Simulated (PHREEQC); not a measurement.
Consider water at 25 °C with 81 mmol/kgw KOH, 5.8 mmol/kgw Na2SO4 and 1.6 mmol/kgw H4SiO4. Closed to the air; pH follows from the charge balance.

Equilibrium calculation in PHREEQC: ion-association model, phreeqc.dat.

Each row changes one thing in this solution. Precipitation was switched off in this run.

```csv
case,pH,ionic strength (mol/kgw),SO4-2 (mol/kgw),KSO4- (mol/kgw),H3SiO4- (mol/kgw),H2SiO4-2 (mol/kgw),SI of Quartz (SiO2)
as made,12.78,0.0970,0.00473,0.000971,0.000887,0.000712,-2.13
0.014 mol/kgw NaCl added,12.77,0.111,0.00467,0.000916,0.000881,0.000718,-2.13
KOH replaced by KHCO3 at the same molality,8.11,0.0968,0.00473,0.000972,3.90e-5,6.70e-10,+1.19
temperature from 25 to 70 °C,11.56,0.0956,0.00415,0.00154,0.00107,0.000526,-1.94
0.019 mol/kgw K2CO3 added,12.76,0.151,0.00455,0.00117,0.000867,0.000732,-2.13
Na2SO4 from 0.0058 to 0.0029 mol/kgw,12.78,0.0893,0.00237,0.000504,0.000891,0.000708,-2.12
diluted 5-fold with water,12.13,0.0196,0.00108,7.11e-5,0.000281,3.82e-5,-1.93
```

Complexes and solids missing from the database can't appear. Some of these states are supersaturated (in Quartz (slow to form), Chalcedony (slow to form), for instance). At this temperature some constants are extrapolated from 25 °C, and those without enthalpy data are left unchanged.
